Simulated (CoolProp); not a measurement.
Vapour-liquid equilibrium of R125 (1) + propylene (2) at 0.35 °C; x and y are mole fractions of (1).

The numbers come from the multi-fluid Helmholtz-energy mixture model, Lemmon 2005 and Lemmon 2013; pair parameters Bell 2016 in CoolProp.

| x | bubble pressure (bar) | y at the bubble point | dew pressure at overall composition x (bar) | liquid density (mol/L) |
|---|---|---|---|---|
| 0.05 | 6.407 | 0.112 | 6.121 | 12.79 |
| 0.2 | 7.388 | 0.315 | 6.831 | 12.32 |
| 0.35 | 7.872 | 0.433 | 7.550 | 11.90 |
| 0.5 | 8.072 | 0.526 | 8.038 | 11.57 |
| 0.65 | 8.056 | 0.619 | 8.006 | 11.31 |
| 0.8 | 7.783 | 0.736 | 7.565 | 11.13 |
| 0.95 | 7.123 | 0.914 | 6.980 | 11.01 |

y crosses x between x = 0.5 and 0.65: the model has an azeotrope there.

Pair parameters are fitted to limited data, so mixtures are less certain than the pure fluids.
